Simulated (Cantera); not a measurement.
A perfectly stirred reactor is fed with H2 : O2 : N2 : H2O = 1 : 0.417 : 1.57 : 0.66 (molar parts), equivalence ratio 1.2, at 760 Torr; it is adiabatic with a 525 K inlet, and is followed from long to short residence time, starting on the burning branch (τ in s: 0.36, 0.16, 0.067, 0.029, 0.012, 0.0053, 0.0023, 0.00099, 0.00042, 0.00018, 7.8e-05, 3.4e-05, 1.4e-05).

Model: GRI-Mech 3.0 (53 species, 325 reactions), integrated in Cantera.

Predict: blow-out, bracketed by the residence times tried; x(H2) at τ = 0.360 s; x(O2) at τ = 0.360 s; x(H2O) at τ = 0.360 s; x(NO2) at τ = 0.360 s; x(HO2) at τ = 0.360 s; x(H2) at τ = 2.30 ms; x(O2) at τ = 2.30 ms; x(H2O) at τ = 2.30 ms; x(NO2) at τ = 2.30 ms; x(HO2) at τ = 2.30 ms.


- blow-out, bracketed by the residence times tried: burning at 34.0 µs, out at 14.0 µs
- x(H2) at τ = 0.360 s: 0.0517
- x(O2) at τ = 0.360 s: 0.000102
- x(H2O) at τ = 0.360 s: 0.460
- x(NO2) at τ = 0.360 s: 2.03e-9
- x(HO2) at τ = 0.360 s: 4.34e-8
- x(H2) at τ = 2.30 ms: 0.0566
- x(O2) at τ = 2.30 ms: 0.00293
- x(H2O) at τ = 2.30 ms: 0.444
- x(NO2) at τ = 2.30 ms: 1.15e-9
- x(HO2) at τ = 2.30 ms: 2.41e-6
